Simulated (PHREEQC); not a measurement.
A solution holds 1.7 mmol/kgw NH4Cl, 0.12 mmol/kgw NaOH and 190 mmol/kgw LiCl, at 20 °C. Closed to the air; pH follows from the charge balance.

Equilibrium calculation in PHREEQC: ion-association model, phreeqc.dat.

Precipitation was switched off in this run.

Task: Predict the pH, activity of water.

Result: pH 8.45; activity of water 0.993.

Task: In which forms is N present?

Result: NH4+ 93 %, NH3 6.9 % of the N.
